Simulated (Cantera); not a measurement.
# Thermodynamics of oxide etching and cleaning by halides, feed Al₂O₃ + Cl₂ + HCl

A closed system holds: 1 mol Al₂O₃, 2.8 mol Cl₂, 17 mol HCl, equilibrated at 0.000360 bar.

Cantera equilibrium calculation (NASA polynomials, part measured and part estimated; ideal gas, pure solids and liquids). Candidate condensed phases: Al, AlCl₃, Al₂O₃, H₂O; 29 gas species. The tables' values for AlCl₂ are old estimates; treat these amounts as uncertain. Rates play no part.

```csv
T (K),x HCl,x Cl,x Cl₂,x H₂,n Al₂O₃(s)
1000,0.855,0.00758,0.137,1.58e-10,0.999
1100,0.846,0.0283,0.125,1.34e-9,0.998
1200,0.825,0.0775,0.0968,9.22e-9,0.996
1300,0.793,0.152,0.0540,6.59e-8,0.993
1400,0.767,0.212,0.0199,5.85e-7,0.991
1500,0.755,0.237,0.00591,5.69e-6,0.991
1600,0.751,0.245,0.00178,4.85e-5,0.990
1700,0.749,0.247,0.000597,0.000334,0.987
1800,0.742,0.251,0.000228,0.00182,0.982
1900,0.719,0.264,0.000103,0.00737,0.972
```
x: gas mole fraction; n: condensed amount in mol.

From 1000 K to 1900 K the condensed part is Al₂O₃(s). The main Al-bearing gas is AlCl₃ throughout. The share of Al in condensed phases is highest at 1000 K (99.9 %) and lowest at 1900 K (97.2 %).
